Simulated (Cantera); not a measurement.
Input: 1 mol Si(CH3)4, 0.32 mol CH4, 1.2 mol H2, at 8.40 mbar.

Equilibrium computed with Cantera from the NASA thermochemical tables; the gas is ideal and each condensed phase is pure. Candidate condensed phases: C, C6H6, C7H8, C8H18, Si, SiC; 87 gas species. Equilibrium is a limit: real reactors are often held back by kinetics, nucleation or transport. All values below are at 1523 K.

Base state: H2 1.000, H 0.000252, CH4 1.93e-5, C2H2 (acetylene) 1.18e-5 (mole fractions); condensed: C(graphite) + SiC(s).

**Question.** What changes in the equilibrium state with this change: Si(CH3)4 replaced by CH3SiCl3?

**Answer.** 
```tsv
species	before	after
HCl	0	0.563
H2	1.000	0.411
SiCl2	0	0.0201
SiCl3	0	0.00349
SiCl4	0	0.00181
C(graphite), mol	3.32	0.443
SiC(s), mol	1.00	0.877
```
The feed counts by its element totals alone. The tables' values for SiCl3 are old estimates; treat these amounts as uncertain.
